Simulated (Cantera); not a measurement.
Mixture: CH₄ : O₂ : N₂ : CO₂ = 1 : 2.99 : 11.2 : 3 (molar parts), at 120000 Pa, adiabatic and at constant pressure. Ignition delay is the time to a rise of 400 K.

Detailed kinetics in Cantera: GRI-Mech 3.0 (53 species, 325 reactions).

Question: What does this change do: pressure from 120000 Pa to 101000 Pa?

Answer: 
```json
[
 {"quantity": "delay at 1100 K", "before": "0.181 s", "after": "0.213 s"},
 {"quantity": "delay at 1300 K", "before": "11.0 ms", "after": "12.6 ms"},
 {"quantity": "delay at 1500 K", "before": "1.14 ms", "after": "1.30 ms"},
 {"quantity": "delay at 1700 K", "before": "0.213 ms", "after": "0.246 ms"},
 {"quantity": "delay at 1900 K", "before": "63.8 µs", "after": "74.6 µs"},
 {"quantity": "apparent activation energy between 1700 and 1900 K", "before": "160 kJ/mol", "after": "160 kJ/mol"}
]
```

Question: What does this change do: CH4 1 to 1.8 parts?

Answer: 
```tsv
quantity	before	after
delay at 1100 K	0.181 s	0.248 s
delay at 1300 K	11.0 ms	15.1 ms
delay at 1500 K	1.14 ms	1.45 ms
delay at 1700 K	0.213 ms	0.237 ms
delay at 1900 K	63.8 µs	64.3 µs
apparent activation energy between 1700 and 1900 K	160 kJ/mol	170 kJ/mol
```
